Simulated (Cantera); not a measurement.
**Diamond growth**

A diamond (100) surface in a fixed gas of H2 with x(CH4) = 0.0055, x(H) = 0.011, at 1098 K, 19.5 Torr; coverages are run to steady state.

Cantera simulation using the Harris–Goodwin 1993 mechanism for the reconstructed diamond (100) surface; the numbers are that mechanism's predictions, not measurements.

```
x(CH3)   growth (µm/h)  θ c6HH  θ c6H*  θ c6*H  θ c6**    θ c6HM
-------  -------------  ------  ------  ------  ------  --------
1e-06           0.0158   0.513  0.0277   0.441  0.0182   2.57e-5
2.2e-06         0.0348   0.513  0.0277   0.441  0.0182   5.66e-5
4.8e-06         0.0760   0.513  0.0277   0.441  0.0182  0.000124
1.1e-05          0.174   0.513  0.0277   0.441  0.0182  0.000283
2.3e-05          0.364   0.513  0.0277   0.440  0.0181  0.000591
5.1e-05          0.805   0.512  0.0277   0.440  0.0181   0.00131
0.00011           1.73   0.511  0.0276   0.439  0.0180   0.00282
0.00025           3.91   0.509  0.0275   0.436  0.0179   0.00636
0.00054           8.33   0.503  0.0272   0.431  0.0176    0.0135
```
θ: site fractions in the mechanism's names (c6HH fully hydrogenated, c6H* and c6*H radical sites, c6** diradical, c6HM methylated).
